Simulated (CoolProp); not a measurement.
Values from CoolProp's reference Helmholtz-energy equation of state, Gao 2016.

### Question
Give the vapour pressure (MPa), liquid density (kg/m³), vapour density (kg/m³) of saturated sulfur dioxide at 85.35 °C.

### Answer
```csv
T (°C),p (MPa),liquid density (kg/m³),vapour density (kg/m³)
85.35,2.03,1170,55.1
```
